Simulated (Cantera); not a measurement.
A closed system holds: 1 mol SiCl₄, 13 mol NH₃, 0.15 mol H₂, equilibrated at 1798.15 K and 1000 Pa.

Cantera equilibrium calculation (NASA polynomials, part measured and part estimated; ideal gas, pure solids and liquids). Candidate condensed phases: NH₄Cl, Si, Si₃N₄; 28 gas species. The tables' values for SiCl, SiCl₃ are old estimates; treat these amounts as uncertain. Gases not in the tables: Si₂H₆ and higher silanes. The numbers say what is thermodynamically allowed, not how fast it happens.

Base state: H₂ 0.655, N₂ 0.230, HCl 0.0801, SiCl₂ 0.0304, H 0.00285, Si 0.000309, SiCl 0.000268, Cl 0.000267 (mole fractions); condensed: Si(l).

Problem. What changes in the equilibrium state with this change: SiCl₄ replaced by SiH₂Cl₂?

Solution. 
| species | before | after |
|---|---|---|
| H₂ | 0.655 | 0.706 |
| N₂ | 0.230 | 0.230 |
| HCl | 0.0801 | 0.0492 |
| SiCl₂ | 0.0304 | 0.0106 |
| SiCl₃ | 0.000153 | 3.17e-5 |
| SiCl | 0.000268 | 0.000158 |
| Cl | 0.000267 | 0.000158 |
| SiH₂ | 1.94e-5 | 2.09e-5 |
| SiH | 2.87e-5 | 2.98e-5 |
| Si(l), mol | 0.121 | 0.683 |
